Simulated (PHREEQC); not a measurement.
Solution (25 °C): 0.13 mol/kgw HF, 0.013 mol/kgw (CH3)4NF and 7.2e-05 mol/kgw H2SiF6. Closed to the air; pH follows from the charge balance.

Equilibrium calculation in PHREEQC: ion-association model, phreeqc.dat.

Problem. The ionic strength comes out as 0.0204 mol/kgw. What activity coefficients do SiF6-2, HF2-, F-, H+ get?

Solution. SiF6-2 0.58, HF2- 0.87, F- 0.86, H+ 0.89.

This is a speciation only: nothing precipitates in the calculation. Species that the database lacks are ignored. (CH3)4N+ isn't in the database: it is added as a free cation with an ion size of 4 Å. SiF6-2 is the database's only silicon fluoride.
